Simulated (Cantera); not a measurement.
A perfectly stirred reactor is fed with C2H6 : N2 = 1 : 12 (molar parts), at 0.218 Torr; it is held at 1073 K, and followed from long to short residence time.

Detailed kinetics in Cantera: GRI-Mech 3.0 (53 species, 325 reactions). GRI-Mech 3.0 stops at C3 and has no aromatics, soot or wall deposition, so with more carbon than oxygen in the feed, carbon stays in small species such as C2H2 where larger ones or solid carbon would form. Radical loss at walls, strong at low pressure, is not modelled.

x: mole fraction; the columns are a selection and need not sum to one.

```csv
τ (s),x C2H6,x CH3,x C2H2,x H2,x C2H4,x C2H
5.4,0.0714,6.33e-5,4.37e-5,0.00436,0.00464,<1e-12
1.6,0.0761,2.27e-5,9.20e-7,0.000688,0.000714,<1e-12
0.48,0.0768,…,…,…,…,<1e-12
0.14,0.0769,3.32e-6,1.75e-11,2.57e-6,2.61e-6,<1e-12
0.042,0.0769,1.18e-6,<1e-12,8.09e-8,8.49e-8,<1e-12
0.013,0.0769,…,<1e-12,…,…,<1e-12
0.0037,0.0769,1.13e-7,<1e-12,4.25e-11,6.38e-11,<1e-12
0.0011,0.0769,3.37e-8,<1e-12,<1e-12,1.72e-12,<1e-12
0.00033,0.0769,1.01e-8,<1e-12,<1e-12,<1e-12,<1e-12
```

**Question.** Complete the blanks.

**Answer.** 
- 0.48, x CH3: 7.91e-6
- 0.48, x C2H2: 6.94e-9
- 0.48, x H2: 6.05e-5
- 0.48, x C2H4: 6.14e-5
- 0.013, x CH3: 3.89e-7
- 0.013, x H2: 2.32e-9
- 0.013, x C2H4: 2.68e-9
